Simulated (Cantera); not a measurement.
Input (Python, Cantera):

```python
import numpy as np
import cantera as ct

gas = ct.Solution("gri30.yaml")
gas.TPX = 1575, 280000, {'CH4': 1, 'O2': 2.5, 'N2': 9.4}
reactor = ct.IdealGasConstPressureReactor(gas, energy="on", clone=False)
net = ct.ReactorNet([reactor])
net.rtol, net.atol = 1e-08, 1e-16
show = ['CH4', 'O2', 'CO', 'NO2', 'C2H4']
times = np.geomspace(3e-06, 0.4, 13)

steps = ct.SolutionArray(gas, extra=["t"])
rows = []
print(f"{'t/s':>10s}{'T/K':>9s}{'P/Pa':>11s}" + "".join(f"{s:>11s}" for s in show))
for t in times:
    while net.time < t:
        t_next = net.step()
        steps.append(gas.state, t=t_next)
    rows.append([np.interp(t, steps.t, y) for y in (steps.T, steps.P, *steps(*show).X.T)])
    print(f"{t:10.3e}{rows[-1][0]:9.1f}{rows[-1][1]:11.4g}" + "".join(f"{x:11.3e}" for x in rows[-1][2:]))
rate = np.gradient(steps.T, steps.t)
print("integrator steps:", len(steps.t))
if steps.T.max() > steps.T[0] + 200:
    print(f"time of steepest temperature rise: {steps.t[rate.argmax()]:.4e} s")
gas.TPX = 1575, 280000, {'CH4': 1, 'O2': 2.5, 'N2': 9.4}
gas.equilibrate("HP")
print(f"equilibrium (HP): T = {gas.T:.1f} K  " + "  ".join(f"{s} {gas[s].X[0]:.3e}" for s in show))
```

Output:

```
       t/s      T/K       P/Pa        CH4         O2         CO        NO2       C2H4
 3.000e-06   1575.0    2.8e+05  7.752e-02  1.938e-01  2.366e-10  2.899e-19  7.080e-11
 8.020e-06   1575.0    2.8e+05  7.751e-02  1.938e-01  4.497e-09  7.316e-18  2.105e-09
 2.144e-05   1574.9    2.8e+05  7.747e-02  1.938e-01  1.217e-07  2.119e-16  7.008e-08
 5.733e-05   1575.3    2.8e+05  7.722e-02  1.936e-01  5.895e-06  7.544e-15  3.317e-06
 1.533e-04   1587.2    2.8e+05  7.402e-02  1.916e-01  4.786e-04  7.674e-13  1.623e-04
 4.097e-04   2767.6    2.8e+05  4.809e-16  4.404e-02  2.082e-02  1.159e-06  2.251e-24
 1.095e-03   2759.4    2.8e+05  4.975e-16  4.109e-02  2.078e-02  4.532e-06  2.311e-24
 2.929e-03   2753.3    2.8e+05  5.102e-16  3.899e-02  2.077e-02  6.820e-06  2.357e-24
 7.830e-03   2752.6    2.8e+05  5.116e-16  3.877e-02  2.077e-02  7.049e-06  2.362e-24
 2.093e-02   2752.6    2.8e+05  5.116e-16  3.877e-02  2.077e-02  7.049e-06  2.362e-24
 5.596e-02   2752.6    2.8e+05  5.116e-16  3.877e-02  2.077e-02  7.049e-06  2.362e-24
 1.496e-01   2752.6    2.8e+05  5.116e-16  3.877e-02  2.077e-02  7.049e-06  2.362e-24
 4.000e-01   2752.6    2.8e+05  5.116e-16  3.877e-02  2.077e-02  7.049e-06  2.362e-24
integrator steps: 1843
time of steepest temperature rise: 2.4347e-04 s
equilibrium (HP): T = 2752.6 K  CH4 6.931e-16  O2 3.877e-02  CO 2.077e-02  NO2 7.049e-06  C2H4 2.678e-24
```

Detailed kinetics in Cantera: GRI-Mech 3.0 (53 species, 325 reactions).
